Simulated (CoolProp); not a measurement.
Vapour-liquid equilibrium of methane (1) + ethylene (2) at 0.495 MPa; x and y are mole fractions of (1).

The numbers come from the multi-fluid Helmholtz-energy mixture model, Setzmann 1991 and Smukala 2000; pair parameters Bell 2016 in CoolProp.

Task: Give the bubble temperature and the first vapour's composition at x = 0.05, 0.35, 0.5. Is there an azeotrope?

Result: x = 0.05: -83.5 °C, y = 0.412; x = 0.35: -120.9 °C, y = 0.947; x = 0.5: -127.2 °C, y = 0.972. No azeotrope shows between x = 0.05 and 0.95.

Pair parameters are fitted to limited data, so mixtures are less certain than the pure fluids. The gap from Raoult's law changes sign with composition, which may be real or a fault of the pair parameters; it wasn't checked against measurements.
